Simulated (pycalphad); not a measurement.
## Phase fractions of Ti-78B (at.%)

Computed with pycalphad from the COST 507 light-alloy database (1999), at 1 atm. The data set is of 1999 and partly superseded. Amounts are mole fractions of atoms. Kinetics are ignored, which matters at the lower temperatures.

```tsv
T (K)	liquid	B2M	β-boron
2850	0.516	0.484	-
2700	0.450	0.550	-
2550	0.401	0.599	-
2400	0.369	0.631	-
2250	-	0.660	0.340
2100	-	0.660	0.340
1950	-	0.660	0.340
1800	-	0.660	0.340
1650	-	0.660	0.340
1500	-	0.660	0.340
1350	-	0.660	0.340
1200	-	0.660	0.340
1050	-	0.660	0.340
900	-	0.660	0.340
750	-	0.660	0.340
600	-	0.660	0.340
```

Database names, with the compositions (at.%) that they take in these runs: B2M: B 67 Ti 33.
